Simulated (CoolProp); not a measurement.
A Linde-Hampson liquefier for methane: isothermal reversible compression at 300 K from 1 atm to 20 MPa, throttling to 1 atm, return gas leaving the recuperator 10 K below the feed. Each further row changes one setting.

Values from CoolProp's reference Helmholtz-energy equation of state, Setzmann 1991.

| case | liquid yield per pass | compression work (kJ/kg of gas) |
|---|---|---|
| as stated | 0.175 | 779 |
| high pressure 40 MPa | 0.230 | 877 |
| warm-end temperature 330 K | 0.127 | 873 |
| warm-end gap 15 K | 0.165 | 779 |
